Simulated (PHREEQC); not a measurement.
A PHREEQC speciation (ion-association model, phreeqc.dat) at 60 °C gives pH 3.17 and these molalities:

```json
[
 {"species": "Cu+2", "mol/kgw": "0.0432"},
 {"species": "SO4-2", "mol/kgw": "0.0423"},
 {"species": "CuSO4", "mol/kgw": "0.0408"},
 {"species": "HSO4-", "mol/kgw": "0.00255"},
 {"species": "H+", "mol/kgw": "0.000854"},
 {"species": "Cu2(OH)2+2", "mol/kgw": "1.37e-6"},
 {"species": "CuOH+", "mol/kgw": "2.85e-7"}
]
```

Problem. What are the element totals, and what could have been dissolved in 1 kg of water to give them?

Solution. This is not unique; one that fits is totals Cu(2) 0.0840, S(6) 0.0857 mol/kgw, from 0.0017 mol/kgw H2SO4 and 0.084 mol/kgw CuSO4.

This is a speciation only: nothing precipitates in the calculation. At this temperature some constants are extrapolated from 25 °C, and those without enthalpy data are left unchanged.
